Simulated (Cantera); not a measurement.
A freely propagating, adiabatic, planar premixed flame of CO : H2 : CH4 : O2 : N2 = 1 : 0.11 : 0.45 : 2.02 : 5.66 (molar parts), equivalence ratio 0.72, unburnt at 648 K and 3830 Torr; mixture-averaged transport, grid criteria slope 0.08 and curve 0.16, no radiation.

Cantera simulation using GRI-Mech 3.0 (53 species, 325 reactions); the numbers are that mechanism's predictions, not measurements. Burning velocities carry a grid error of a few per cent, more on coarse grids.

Question: Predict: laminar burning velocity; thermal thickness; peak x(C2H4).

Answer: 
```
Property                     Result
------------------------  ---------
laminar burning velocity   136 cm/s
thermal thickness         0.0747 mm
peak x(C2H4)                7.04e-5
```
